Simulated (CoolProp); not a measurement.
Vapour-liquid equilibrium of CHF3 (R23) (1) + isobutane (2) at 271.7 K; x and y are mole fractions of (1).

Model: multi-fluid Helmholtz-energy mixture model, Penoncello 2003 and Bücker 2006; pair parameters Bell 2016, in CoolProp.

```tsv
x	bubble pressure (kPa)	y at the bubble point	dew pressure at overall composition x (kPa)	liquid density (mol/L)
0.05	464.9	0.666	___	10.20
0.125	868.6	0.814	171.3	10.47
0.2	1184	0.860	___	10.74
0.275	1415	0.881	208.2	___
0.35	1577	0.892	233.1	11.31
0.425	1689	0.900	264.6	11.60
0.5	1769	0.905	305.7	11.89
0.575	1835	___	361.8	12.20
0.65	1901	0.916	443.0	12.53
0.725	1976	0.923	570.9	12.89
0.8	2067	0.934	802.4	13.30
0.875	2177	0.951	1344	13.80
0.95	2305	___	___	14.42
```

Fill in the missing entries.


- 0.05, dew pressure at overall composition x (kPa): 157.2
- 0.2, dew pressure at overall composition x (kPa): 188.0
- 0.275, liquid density (mol/L): 11.02
- 0.575, y at the bubble point: 0.910
- 0.95, y at the bubble point: 0.976
- 0.95, dew pressure at overall composition x (kPa): 2171

No azeotrope shows between x = 0.05 and 0.95.

The pair parameters rest on a limited set of measurements; away from them the model extrapolates. With so large a gap from Raoult's law the liquid may split in two, which this calculation doesn't test in full.
